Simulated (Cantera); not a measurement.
# Thermodynamics of oxide etching and cleaning by halides, feed CuO + F2 + O2

Input: 1 mol CuO, a varied amount of F2, 0.39 mol O2, held at 1775 K and 0.130 bar.

Method: chemical equilibrium by Gibbs-energy minimisation in Cantera with the NASA 1993 tables (ideal gas, pure condensed phases). Candidate condensed phases: Cu, CuF2, CuO, Cu2O; 13 gas species. Equilibrium is a limit: real reactors are often held back by kinetics, nucleation or transport.

From 1.6 mol F2 to 11 mol F2 nothing is condensed. The main Cu-bearing gas is CuF2 throughout.

```tsv
n(F2) (mol)	x F	x CuF2	x O2	x CuF	x F2
1.6	0.389	0.321	0.287	0.00230	0.000331
2.2	0.559	0.232	0.207	0.00116	0.000682
3.1	0.688	0.164	0.146	0.000665	0.00104
4.2	0.770	0.120	0.107	0.000437	0.00130
5.7	0.831	0.0884	0.0789	0.000298	0.00151
7.8	0.876	0.0644	0.0575	0.000206	0.00168
11	0.912	0.0456	0.0407	0.000140	0.00181
```
x: gas mole fraction; nothing condenses.
